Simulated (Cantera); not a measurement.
A Cantera script and what it prints.

```python
import numpy as np
import cantera as ct

gas_names = """
    CL CL2 H HCL H2 Si SiCL SiCL2 SiCL3 SiCL4 SiH SiHCL3 SiH2 SiH2CL2 SiH3 SiH3CL SiH4 Si2 Si3
""".split()
cond_names = """
    Si(cr) Si(L)
""".split()


# ... load() reads the species with a 1 bar reference pressure and builds the phases ...
atoms = {
    'Si': {'Si': 1},
    'HCl': {'H': 1, 'CL': 1},
}
top_T = {}  # K; cautious upper limits of use, not melting points


# ... equilibrate(T, P, feed) seeds the gas with the atoms and calls Mixture.equilibrate('TP', solver="vcs", rtol=1e-11, max_steps=5000) ...
results = []
feed = {'Si': 1, 'HCl': 24}  # mol
T = 1475  # K
P = 58000  # Pa
mix = equilibrate(T, P, feed)
results.append((T, P, feed, dict(zip(mix.species_names, mix.species_moles))))
x = sorted(zip(gas.X, gas.species_names), reverse=True)
print(f"T = {T:g} K  P = {P:g} Pa  gas = {mix.phase_moles(0):.4g} mol")
print("   x: " + "  ".join(f"{s} {v:.3e}" for v, s in x if v > 0.001))
print("   condensed (mol): " + ("  ".join(f"{mix.phase(i).name} {mix.phase_moles(i):.4g}"
      for i in range(1, mix.n_phases) if mix.phase_moles(i) > 1e-12) or "none"))
```

It prints:

```
T = 1475 K  P = 58000 Pa  gas = 23.03 mol
   x: HCL 8.712e-01  H2 8.532e-02  SiCL4 4.097e-02  SiCL3 1.807e-03
   condensed (mol): none
```

Equilibrium computed with Cantera from the NASA thermochemical tables; the gas is ideal and each condensed phase is pure. The tables' values for SiCl3 are old estimates; treat these amounts as uncertain.
